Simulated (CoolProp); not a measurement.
500 sccm (0 °C, 1 atm) of nitrogen bubbles through liquid hexamethyldisiloxane (MM) at 330.3 K and leaves saturated at a total pressure of 0.15 MPa (ideal gas phase). Each further row changes one setting.

Values from CoolProp's reference Helmholtz-energy equation of state, Thol 2016.

```csv
case,vapour pressure (kPa),mole fraction of vapour,delivery (mg/min),delivery (sccm),change of delivery for a bath 1 K warmer (%)
as stated,23.4,0.156,671,92.6,4.8
bath temperature 335.3 K,28.4,0.189,847,117,4.8
total pressure 0.3 MPa,23.4,0.0781,307,42.4,4.3
```
